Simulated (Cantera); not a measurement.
# Stirred combustor or abatement burner

A perfectly stirred reactor is fed with CO : H₂ : CH₄ : O₂ : N₂ : CO₂ = 1 : 0.33 : 1.2 : 4.44 : 28.4 : 6.4 (molar parts), at 0.490 bar; it is adiabatic with a 450 K inlet, and is followed from long to short residence time, starting on the burning branch (τ in s: 0.37, 0.14, 0.056, 0.022, 0.0084, 0.0033, 0.0013, 0.0005, 0.00019, 7.6e-05, 3e-05, 1.2e-05, 4.5e-06).

Computed with Cantera and GRI-Mech 3.0 (53 species, 325 reactions).

| τ (s) | T (K) | x CO | x H₂ | x CH₄ | x CH₃ | x C₂H₄ | x CO₂ |
|---|---|---|---|---|---|---|---|
| 0.37 | 1320 | 0.000856 | 8.68e-5 | 2.19e-5 | 1.61e-6 | 7.33e-9 | 0.208 |
| 0.14 | 1312 | 0.00162 | 0.000166 | 4.12e-5 | 2.70e-6 | 1.16e-8 | 0.207 |
| 0.056 | 1300 | 0.00291 | 0.000301 | 7.68e-5 | 4.40e-6 | 1.76e-8 | 0.206 |
| 0.022 | 1278 | 0.00529 | 0.000551 | 0.000154 | 7.56e-6 | 3.19e-8 | 0.203 |
| 0.0084 | 1230 | 0.0104 | 0.00111 | 0.000407 | 1.58e-5 | 1.11e-7 | 0.197 |
| 0.0033 | 450 | 0.0239 | 0.00790 | 0.0287 | <1e-12 | <1e-12 | 0.153 |
| 0.0013 | 450 | 0.0239 | 0.00790 | 0.0287 | <1e-12 | <1e-12 | 0.153 |
| 0.00050 | 450 | 0.0239 | 0.00790 | 0.0287 | <1e-12 | <1e-12 | 0.153 |
| 0.00019 | 450 | 0.0239 | 0.00790 | 0.0287 | <1e-12 | <1e-12 | 0.153 |
| 7.6e-5 | 450 | 0.0239 | 0.00790 | 0.0287 | <1e-12 | <1e-12 | 0.153 |
| 3.0e-5 | 450 | 0.0239 | 0.00790 | 0.0287 | <1e-12 | <1e-12 | 0.153 |
| 1.2e-5 | 450 | 0.0239 | 0.00790 | 0.0287 | <1e-12 | <1e-12 | 0.153 |
| 4.5e-6 | 450 | 0.0239 | 0.00790 | 0.0287 | <1e-12 | <1e-12 | 0.153 |
x: mole fraction; the columns are a selection and need not sum to one.
